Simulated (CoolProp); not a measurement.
Cyclopentane along the isobar 6.37 MPa: density (kg/m³) from the reference equation and from simpler models built on Tc = 511.7 K, pc = 4.583 MPa, ω = 0.202; each cubic takes its own stable root.

Computed with CoolProp (reference Helmholtz-energy equation of state, Gedanitz 2015).

| T (K) | phase | reference |
|---|---|---|
| 432 | liquid | 599.4 |
| 440.4 | liquid | 587.8 |
| 448.8 | liquid | 575.8 |
| 457.2 | liquid | 563.1 |
| 465.6 | liquid | 549.8 |
| 474 | liquid | 535.5 |
| 482.4 | liquid | 520.0 |
| 490.8 | liquid | 502.9 |
| 499.2 | liquid | 483.6 |
| 507.5 | liquid | 461.3 |
| 515.9 | supercritical | 433.0 |
| 524.3 | supercritical | 393.6 |
| 532.7 | supercritical | 331.6 |
| 541.1 | supercritical | 259.2 |
| 549.5 | supercritical | 213.8 |

Task: How far does each simpler model (van der Waals, Redlich-Kwong, Soave-Redlich-Kwong, Peng-Robinson) lie from the reference over these 15 states: mean and median of the absolute difference, and the worst?

Result: 
- van der Waals: mean 26.8 %, median 31.6 %, worst -33.3 % at 432 K and 6.37 MPa
- Redlich-Kwong: mean 10.5 %, median 11.0 %, worst -15.1 % at 515.9 K and 6.37 MPa
- Soave-Redlich-Kwong: mean 10.5 %, median 9.5 %, worst -16.6 % at 524.3 K and 6.37 MPa
- Peng-Robinson: mean 4.0 %, median 3.8 %, worst -8.7 % at 524.3 K and 6.37 MPa
